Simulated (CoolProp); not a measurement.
Hydrogen chloride along the isobar 0.785 MPa: Z from the reference equation and from simpler models built on Tc = 51.5 °C, pc = 8.314 MPa, ω = 0.130; each cubic takes its own stable root.

Computed with CoolProp (reference Helmholtz-energy equation of state, Thol 2018).

```
T (°C)   phase  reference
------  ------  ---------
-40.95  liquid    0.01389
-13.65     gas     0.9227
13.65      gas     0.9457
40.95      gas     0.9599
68.25      gas     0.9693
95.55      gas     0.9759
122.85     gas     0.9808
150.05     gas     0.9844
177.35     gas     0.9873
204.65     gas     0.9896
231.95     gas     0.9914
259.25     gas     0.9929
```

Task: How far does each simpler model (van der Waals, Redlich-Kwong, Soave-Redlich-Kwong, Peng-Robinson) lie from the reference over these 12 states: mean and median of the absolute difference, and the worst?

Result: 
- van der Waals: mean 553.0 %, median 0.3 %, worst +6628.6 % at -40.95 °C and 0.785 MPa
- Redlich-Kwong: mean 538.9 %, median 0.1 %, worst +6463.0 % at -40.95 °C and 0.785 MPa
- Soave-Redlich-Kwong: mean 1.6 %, median 0.3 %, worst +14.8 % at -40.95 °C and 0.785 MPa
- Peng-Robinson: mean 0.2 %, median 0.0 %, worst +1.4 % at -40.95 °C and 0.785 MPa

At some of these states van der Waals, Redlich-Kwong gives the other phase, because its saturation line lies elsewhere.
